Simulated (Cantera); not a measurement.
Charge: 1 mol CH₃OH, 2.7 mol H₂, at 1.00 bar.

These are equilibrium values from Cantera (NASA tables, ideal gas, pure condensed phases), not measurements of a reactor. Candidate condensed phases: C, C₆H₆, C₇H₈, C₈H₁₈, H₂O; 131 gas species. Ions and electrons are included (thermal ionisation). The numbers say what is thermodynamically allowed, not how fast it happens.

At 4227 °C, list the 4 most abundant gas species with their mole fractions, and the condensed phases.

H 0.839, CO 0.101, H₂ 0.0588, C 0.000782. Condensed: gas only.
